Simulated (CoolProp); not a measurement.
Vapour-liquid equilibrium of R152A (1) + isobutene (2) at 0.485 MPa; x and y are mole fractions of (1).

Values from CoolProp's multi-fluid Helmholtz-energy mixture model, Outcalt 1996 and Lemmon 2005; pair parameters Bell 2016.

```json
[
 {"x": "0.05", "bubble temperature, mixture model (K)": "(withheld)", "bubble temperature, Raoult's law (K)": "312.7", "y, mixture model": "(withheld)", "y, Raoult's law": "0.093"},
 {"x": "0.2", "bubble temperature, mixture model (K)": "300.3", "bubble temperature, Raoult's law (K)": "308.1", "y, mixture model": "(withheld)", "y, Raoult's law": "0.327"},
 {"x": "0.35", "bubble temperature, mixture model (K)": "(withheld)", "bubble temperature, Raoult's law (K)": "304.1", "y, mixture model": "(withheld)", "y, Raoult's law": "0.512"},
 {"x": "0.5", "bubble temperature, mixture model (K)": "293.1", "bubble temperature, Raoult's law (K)": "300.6", "y, mixture model": "0.645", "y, Raoult's law": "0.661"},
 {"x": "0.65", "bubble temperature, mixture model (K)": "291.6", "bubble temperature, Raoult's law (K)": "297.5", "y, mixture model": "0.725", "y, Raoult's law": "0.784"},
 {"x": "0.8", "bubble temperature, mixture model (K)": "290.8", "bubble temperature, Raoult's law (K)": "294.7", "y, mixture model": "(withheld)", "y, Raoult's law": "0.887"},
 {"x": "0.95", "bubble temperature, mixture model (K)": "291.0", "bubble temperature, Raoult's law (K)": "292.1", "y, mixture model": "0.942", "y, Raoult's law": "0.974"}
]
```

**Question.** Complete the blanks.

**Answer.** 
- 0.05, bubble temperature, mixture model (K): 309.4
- 0.05, y, mixture model: 0.154
- 0.2, y, mixture model: 0.419
- 0.35, bubble temperature, mixture model (K): 295.7
- 0.35, y, mixture model: 0.554
- 0.8, y, mixture model: 0.815

The largest gap from Raoult's law is -8.4 K in bubble temperature, at x = 0.35. y crosses x between x = 0.8 and 0.95: the model has an azeotrope there.

The pair parameters rest on a limited set of measurements; away from them the model extrapolates.
